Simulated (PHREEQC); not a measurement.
Solution (10 °C): 0.91 mol KCl, 0.0008 mol (CH3)4NCl and 0.00059 mol BaCl2 per kg of water. Closed to the air; pH follows from the charge balance.

Model: ion-association model, wateq4f.dat, run in PHREEQC.

The ionic strength is 0.913 mol/kgw and the activity of water is 0.969.

```tsv
species	molality	activity	log γ
Cl-	0.912	0.557	-0.214
K+	0.910	0.556	-0.214
(CH3)4N+	0.000800	0.000491	-0.212
Ba+2	0.000590	0.000106	-0.744
H+	7.99e-8	5.99e-8	-0.125
OH-	7.99e-8	4.73e-8	-0.228
```

No solid was allowed to form. Caution: at this ionic strength the ion-association model is outside its range; a Pitzer model would be the better tool where its parameters exist. (CH3)4N+ isn't in the database: it is added as a free cation with an ion size of 4 Å. At this temperature some constants are extrapolated from 25 °C, and those without enthalpy data are left unchanged.
